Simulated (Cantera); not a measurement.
**Thermodynamics of silicon epitaxy and polysilicon growth, feed SiH4 + Cl2 + H2 + HCl**

Feed: 1 mol SiH4, 0.51 mol Cl2, 120 mol H2, 0.06 mol HCl, equilibrated at 645 Torr.

Method: chemical equilibrium by Gibbs-energy minimisation in Cantera with the NASA 1993 tables (ideal gas, pure condensed phases). Candidate condensed phases: Si; 19 gas species. The tables' values for SiCl3 are old estimates; treat these amounts as uncertain. Equilibrium is a limit: real reactors are often held back by kinetics, nucleation or transport.

From 602 °C to 1202 °C the condensed part is Si(s). The main Si-bearing gas is SiHCl3 at 602 °C and SiCl2 at 1202 °C.

| T (°C) | x H2 | x HCl | x SiHCl3 | x SiCl4 | x SiH2Cl2 | x SiCl2 | n Si(s) |
|---|---|---|---|---|---|---|---|
| 602 | 0.996 | 0.00108 | 0.00144 | 0.000716 | 0.000266 | 1.50e-6 | 0.701 |
| 652 | 0.996 | 0.00178 | 0.00130 | 0.000642 | 0.000260 | 4.60e-6 | 0.727 |
| 702 | 0.995 | 0.00273 | 0.00112 | 0.000539 | 0.000245 | 1.21e-5 | 0.762 |
| 752 | 0.995 | 0.00390 | 0.000901 | 0.000411 | 0.000219 | 2.73e-5 | 0.805 |
| 802 | 0.994 | 0.00518 | 0.000656 | 0.000275 | 0.000183 | 5.27e-5 | 0.852 |
| 852 | 0.993 | 0.00636 | 0.000422 | 0.000156 | 0.000140 | 8.64e-5 | 0.896 |
| 902 | 0.992 | 0.00726 | 0.000238 | 7.40e-5 | 9.84e-5 | 0.000121 | 0.930 |
| 952 | 0.992 | 0.00781 | 0.000122 | 3.08e-5 | 6.46e-5 | 0.000150 | 0.951 |
| 1002 | 0.992 | 0.00810 | 6.00e-5 | 1.21e-5 | 4.11e-5 | 0.000171 | 0.962 |
| 1052 | 0.991 | 0.00823 | 2.97e-5 | 4.81e-6 | 2.63e-5 | 0.000187 | 0.967 |
| 1102 | 0.991 | 0.00829 | 1.51e-5 | 1.98e-6 | 1.70e-5 | 0.000200 | 0.969 |
| 1152 | 0.991 | 0.00832 | 7.96e-6 | 8.53e-7 | 1.13e-5 | 0.000211 | 0.970 |
| 1202 | 0.991 | 0.00832 | 4.36e-6 | 3.87e-7 | 7.72e-6 | 0.000220 | 0.970 |
x: gas mole fraction; n: condensed amount in mol.
